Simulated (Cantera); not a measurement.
Feed: 1 mol V, a varied amount of N₂O, at 1973.15 K and 100000 Pa.

Method: chemical equilibrium by Gibbs-energy minimisation in Cantera with the NASA 1993 tables (ideal gas, pure condensed phases). Candidate condensed phases: V, VN, VO, V₂O₃, V₂O₄, V₂O₅; 13 gas species. Mutual solubility and eutectic melting of coexisting phases are not modelled. VN, VO: taken at fixed stoichiometry. Condensed phases not in the tables: the oxides between V₂O₃ and V₂O₅ other than VO₂, solid solutions among these carbides, nitrides and lower oxides, V₂N. The numbers say what is thermodynamically allowed, not how fast it happens.

x: gas mole fraction; n: condensed amount in mol.

```csv
n(N₂O) (mol),x N₂,x O₂,x NO,x VO₂,x O,n VN(s),n VO(s),n V₂O₃(s),n V₂O₄(l)
0.41,1.000,3.45e-12,3.25e-8,2.55e-6,1.01e-9,0.590,0.410,0,0
0.51,1.000,3.45e-12,3.25e-8,2.55e-6,1.01e-9,0.490,0.510,0,0
0.65,1.000,3.45e-12,3.25e-8,2.55e-6,1.01e-9,0.350,0.650,0,0
0.81,1.000,3.45e-12,3.25e-8,2.55e-6,1.01e-9,0.190,0.810,0,0
1,1.000,3.45e-12,3.25e-8,2.55e-6,1.01e-9,0,1.000,0,0
1.3,1.000,3.98e-11,1.10e-7,8.66e-6,___,0,0.400,0.300,0
1.6,0.999,9.38e-5,0.000169,0.000339,5.26e-6,0,0,0.401,0.0991
2,0.999,9.38e-5,0.000169,0.000339,5.26e-6,0,0,0.000724,0.499
2.5,0.906,0.0883,0.00494,0.000339,___,0,0,0,0.500
3.1,0.846,0.147,0.00617,0.000339,___,0,0,0,0.499
3.9,0.800,0.192,0.00685,0.000339,___,0,0,0,0.499
```

Some entries are withheld; supply them.


- 1.3, x O: 3.43e-9
- 2.5, x O: 0.000161
- 3.1, x O: 0.000208
- 3.9, x O: 0.000238
